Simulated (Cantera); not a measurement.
Input (Python, Cantera) and output of one run.

```python
import numpy as np
import cantera as ct

gas_names = [...]  # 151 gases of nasa_gas.yaml made of C, H, N, O, Si
cond_names = """
    C(gr) C6H6(L) C7H8(L) C8H18(L),n-octa H2O(s) H2O(L) Si(cr) Si(L) SiC(b) SiO2(Lqz) SiO2(hqz) SiO2(L)
    Si2N2O(s) Si3N4(a)
""".split()


# ... load() reads the species with a 1 bar reference pressure and builds the phases ...
atoms = {
    'Si': {'Si': 1},
    'CO2': {'C': 1, 'O': 2},
    'H2': {'H': 2},
    'NH3': {'N': 1, 'H': 3},
}
top_T = {'C(gr)': 4500, 'SiC(b)': 3050, 'Si2N2O(s)': 2100, 'Si3N4(a)': 2400}  # K; cautious upper limits of use, not melting points


# ... equilibrate(T, P, feed) seeds the gas with the atoms and calls Mixture.equilibrate('TP', solver="vcs", rtol=1e-11, max_steps=5000) ...
results = []
feed = {'Si': 1, 'CO2': 0.052, 'H2': 660, 'NH3': 0.3}  # mol
P = 120000  # Pa
for T in [1423, 1473, 1523, 1573, 1623, 1673, 1723, 1773, 1823, 1873, 1923, 1973, 2023]:
    mix = equilibrate(T, P, feed)
    results.append((T, P, feed, dict(zip(mix.species_names, mix.species_moles))))
    x = sorted(zip(gas.X, gas.species_names), reverse=True)
    print(f"T = {T:g} K  P = {P:g} Pa  gas = {mix.phase_moles(0):.4g} mol")
    print("   x: " + "  ".join(f"{s} {v:.3e}" for v, s in x if v > 1e-06))
    print("   condensed (mol): " + ("  ".join(f"{mix.phase(i).name} {mix.phase_moles(i):.4g}"
          for i in range(1, mix.n_phases) if mix.phase_moles(i) > 1e-12) or "none"))
```

It prints:

```
T = 1423 K  P = 120000 Pa  gas = 660.4 mol
   x: H2 1.000e+00  CH4 2.426e-05  N2 7.980e-06  H 6.063e-06  SiH4 1.115e-06
   condensed (mol): Si(cr) 0.6939  SiC(b) 0.03597  Si2N2O(s) 0.1039  Si3N4(a) 0.02035
T = 1473 K  P = 120000 Pa  gas = 660.5 mol
   x: H2 9.999e-01  CH4 2.306e-05  N2 2.299e-05  H 1.155e-05  SiH4 1.190e-06  SiH2 1.051e-06
   condensed (mol): Si(cr) 0.7076  SiC(b) 0.03674  Si2N2O(s) 0.1037  Si3N4(a) 0.01547
T = 1523 K  P = 120000 Pa  gas = 660.5 mol
   x: H2 9.999e-01  N2 6.168e-05  CH4 2.200e-05  H 2.110e-05  SiH2 2.005e-06  SiH4 1.266e-06  SiO 1.251e-06
   condensed (mol): Si(cr) 0.7444  SiC(b) 0.03739  Si2N2O(s) 0.1031  Si3N4(a) 0.002955
T = 1573 K  P = 120000 Pa  gas = 660.5 mol
   x: H2 9.999e-01  N2 7.745e-05  H 3.711e-05  CH4 2.105e-05  SiO 7.833e-06  SiH2 3.669e-06  SiH4 1.342e-06
   condensed (mol): Si(cr) 0.7563  SiC(b) 0.0378  Si2N2O(s) 0.09862
T = 1623 K  P = 120000 Pa  gas = 660.6 mol
   x: H2 9.998e-01  N2 1.092e-04  H 6.309e-05  SiO 3.833e-05  CH4 2.021e-05  SiH2 6.466e-06  CO 1.570e-06  SiH4 1.417e-06
   condensed (mol): Si(cr) 0.7766  SiC(b) 0.0374  Si2N2O(s) 0.07756
T = 1673 K  P = 120000 Pa  gas = 660.7 mol
   x: H2 9.995e-01  N2 2.023e-04  SiO 1.269e-04  H 1.039e-04  CH4 1.945e-05  SiH2 1.101e-05  CO 6.050e-06  SiH4 1.492e-06
   condensed (mol): Si(cr) 0.8406  SiC(b) 0.03471  Si2N2O(s) 0.01594
T = 1723 K  P = 120000 Pa  gas = 660.7 mol
   x: H2 9.994e-01  N2 2.262e-04  H 1.664e-04  SiO 1.478e-04  CH4 2.010e-05  SiH2 1.697e-05  CO 9.318e-06  SiH4 1.463e-06  SiH 1.291e-06  HCN 1.039e-06
   condensed (mol): Si(L) 0.8569  SiC(b) 0.03177
T = 1773 K  P = 120000 Pa  gas = 660.8 mol
   x: H2 9.993e-01  H 2.596e-04  N2 2.258e-04  SiO 1.445e-04  SiH2 2.466e-05  CH4 2.146e-05  CO 1.270e-05  SiH 2.400e-06  Si 1.775e-06  HCN 1.714e-06  SiH4 1.389e-06
   condensed (mol): Si(L) 0.8563  SiC(b) 0.02808
T = 1823 K  P = 120000 Pa  gas = 660.8 mol
   x: H2 9.992e-01  H 3.953e-04  N2 2.253e-04  SiO 1.403e-04  SiH2 3.509e-05  CH4 2.284e-05  CO 1.689e-05  SiH 4.310e-06  Si 3.684e-06  HCN 2.750e-06  SiH4 1.322e-06
   condensed (mol): Si(L) 0.8541  SiC(b) 0.0235
T = 1873 K  P = 120000 Pa  gas = 660.9 mol
   x: H2 9.989e-01  H 5.889e-04  N2 2.244e-04  SiO 1.353e-04  SiH2 4.900e-05  CH4 2.423e-05  CO 2.193e-05  SiH 7.497e-06  Si 7.349e-06  HCN 4.295e-06  SiH4 1.263e-06
   condensed (mol): Si(L) 0.8492  SiC(b) 0.0178
T = 1923 K  P = 120000 Pa  gas = 661 mol
   x: H2 9.986e-01  H 8.594e-04  N2 2.232e-04  SiO 1.294e-04  SiH2 6.721e-05  CO 2.781e-05  CH4 2.564e-05  Si 1.414e-05  SiH 1.266e-05  HCN 6.548e-06  SiH4 1.209e-06
   condensed (mol): Si(L) 0.8399  SiC(b) 0.01065
T = 1973 K  P = 120000 Pa  gas = 661.1 mol
   x: H2 9.982e-01  H 1.231e-03  N2 2.214e-04  SiO 1.227e-04  SiH2 9.070e-05  CO 3.448e-05  CH4 2.705e-05  Si 2.629e-05  SiH 2.082e-05  HCN 9.753e-06  C2H2,acetylene 1.570e-06  SiH4 1.160e-06
   condensed (mol): Si(L) 0.8236  SiC(b) 0.001565
T = 2023 K  P = 120000 Pa  gas = 661.3 mol
   x: H2 9.976e-01  H 1.732e-03  N2 2.202e-04  SiO 1.209e-04  SiH2 1.206e-04  Si 4.741e-05  CO 3.624e-05  SiH 3.337e-05  CH4 2.354e-05  HCN 1.179e-05  C2H2,acetylene 2.168e-06  Si2C 1.183e-06  SiH4 1.116e-06
   condensed (mol): Si(L) 0.7829
```

Method: chemical equilibrium by Gibbs-energy minimisation in Cantera with the NASA 1993 tables (ideal gas, pure condensed phases). Mutual solubility and eutectic melting of coexisting phases are not modelled. Gases not in the tables: Si2H6 and higher silanes.
